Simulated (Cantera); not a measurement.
**Gas activation for diamond growth**

An isothermal, constant-pressure homogeneous reactor starts with CH4 : H2 : CO2 = 0.049 : 1 : 0.021 (molar parts), at 1525 K and 0.0132 atm.

Computed with Cantera and GRI-Mech 3.0 (53 species, 325 reactions). GRI-Mech 3.0 stops at C3 and has no aromatics, soot or wall deposition, so with more carbon than oxygen in the feed, carbon stays in small species such as C2H2 where larger ones or solid carbon would form. Radical loss at walls, strong at low pressure, is not modelled.

```csv
t (s),x CH4,x H2,x CO2,x C2H4,x C2H2,x CO,x C2H
2.00e-5,0.0458,0.935,0.0196,<1e-12,<1e-12,8.30e-12,<1e-12
5.40e-5,0.0458,0.935,0.0196,<1e-12,<1e-12,6.06e-11,<1e-12
0.000146,0.0458,0.935,0.0196,<1e-12,<1e-12,4.41e-10,<1e-12
0.000394,0.0458,0.935,0.0196,<1e-12,<1e-12,3.22e-9,<1e-12
0.00106,0.0458,0.935,0.0196,5.59e-12,<1e-12,2.35e-8,<1e-12
0.00287,0.0458,0.935,0.0196,1.16e-10,<1e-12,1.71e-7,<1e-12
0.00775,0.0458,0.935,0.0196,2.32e-9,1.05e-11,1.25e-6,<1e-12
0.0209,0.0458,0.935,0.0196,4.64e-8,7.19e-10,9.07e-6,<1e-12
0.0565,0.0458,0.934,0.0196,9.16e-7,6.03e-8,6.56e-5,<1e-12
0.152,0.0457,0.934,0.0192,1.40e-5,5.18e-6,0.000453,1.07e-12
0.412,0.0452,0.932,0.0172,5.91e-5,0.000154,0.00239,5.20e-11
1.11,0.0437,0.928,0.0122,6.51e-5,0.000872,0.00741,3.10e-10
3.00,0.0399,0.923,0.00475,6.10e-5,0.00268,0.0148,9.74e-10
```
x: mole fraction; the columns are a selection and need not sum to one.

Equilibrium at this temperature and pressure: CH4 0.000872, H2 0.950, CO2 2.98e-10, C2H4 3.30e-5, C2H2 0.0118, CO 0.0369, C2H 5.48e-9 (gas phase only).
